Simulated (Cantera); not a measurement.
# Premixed flame

A freely propagating, adiabatic, planar premixed flame of 44.2 % H2, 11.6 % O2, 44.2 % N2, equivalence ratio 1.9, unburnt at 325 K and 0.280 bar; multicomponent+Soret transport, grid criteria slope 0.08 and curve 0.16, no radiation.

Detailed kinetics in Cantera: the H2/O2 subset of GRI-Mech 3.0, which has no nitrogen chemistry. Burning velocities carry a grid error of a few per cent, more on coarse grids.

```json
[
 {"z (mm)": "-5.47", "T (K)": "325", "u (m/s)": "2.82", "x H2": "0.442", "x O2": "0.116", "x H": "<1e-8", "x H2O2": "<1e-8", "x O": "<1e-8", "x HO2": "<1e-8"},
 {"z (mm)": "-3.65", "T (K)": "325", "u (m/s)": "2.82", "x H2": "0.442", "x O2": "0.116", "x H": "<1e-8", "x H2O2": "<1e-8", "x O": "<1e-8", "x HO2": "<1e-8"},
 {"z (mm)": "-2.74", "T (K)": "325", "u (m/s)": "2.82", "x H2": "0.442", "x O2": "0.116", "x H": "<1e-8", "x H2O2": "<1e-8", "x O": "<1e-8", "x HO2": "<1e-8"},
 {"z (mm)": "-1.82", "T (K)": "325", "u (m/s)": "2.82", "x H2": "0.442", "x O2": "0.116", "x H": "<1e-8", "x H2O2": "<1e-8", "x O": "<1e-8", "x HO2": "<1e-8"},
 {"z (mm)": "-0.912", "T (K)": "337", "u (m/s)": "2.87", "x H2": "0.429", "x O2": "0.119", "x H": "1.07e-5", "x H2O2": "6.44e-6", "x O": "1.35e-6", "x HO2": "7.88e-5"},
 {"z (mm)": "-0.456", "T (K)": "615", "u (m/s)": "5.04", "x H2": "0.388", "x O2": "0.114", "x H": "0.00663", "x H2O2": "4.40e-5", "x O": "0.000148", "x HO2": "9.67e-5"},
 {"z (mm)": "0", "T (K)": "1037", "u (m/s)": "8.38", "x H2": "0.297", "x O2": "0.0760", "x H": "0.0474", "x H2O2": "7.72e-7", "x O": "0.00251", "x HO2": "2.89e-5"},
 {"z (mm)": "0.456", "T (K)": "1309", "u (m/s)": "10.6", "x H2": "0.201", "x O2": "0.0189", "x H": "0.0890", "x H2O2": "3.98e-7", "x O": "0.00343", "x HO2": "6.61e-6"},
 {"z (mm)": "0.912", "T (K)": "1420", "u (m/s)": "11.4", "x H2": "0.180", "x O2": "0.00314", "x H": "0.0943", "x H2O2": "2.65e-7", "x O": "0.00181", "x HO2": "1.03e-6"},
 {"z (mm)": "1.82", "T (K)": "1526", "u (m/s)": "12.2", "x H2": "0.185", "x O2": "0.000853", "x H": "0.0837", "x H2O2": "2.16e-7", "x O": "0.00134", "x HO2": "2.60e-7"},
 {"z (mm)": "3.65", "T (K)": "1638", "u (m/s)": "13.0", "x H2": "0.195", "x O2": "0.000636", "x H": "0.0686", "x H2O2": "1.52e-7", "x O": "0.00110", "x HO2": "1.80e-7"},
 {"z (mm)": "7.30", "T (K)": "1753", "u (m/s)": "13.8", "x H2": "0.204", "x O2": "0.000426", "x H": "0.0528", "x H2O2": "8.75e-8", "x O": "0.000776", "x HO2": "1.17e-7"},
 {"z (mm)": "14.6", "T (K)": "1858", "u (m/s)": "14.5", "x H2": "0.213", "x O2": "0.000242", "x H": "0.0380", "x H2O2": "4.48e-8", "x O": "0.000461", "x HO2": "6.99e-8"}
]
```
x: mole fraction of selected species; z is measured from the peak of heat release.

| Quantity | Result |
|---|---|
| laminar burning velocity | 282 cm/s |
| thermal thickness | 1.82 mm |
| peak x(H) | 0.0948 |
| peak x(H2O2) | 5.85e-5 |
| peak x(O) | 0.00390 |
| peak x(HO2) | 0.000207 |
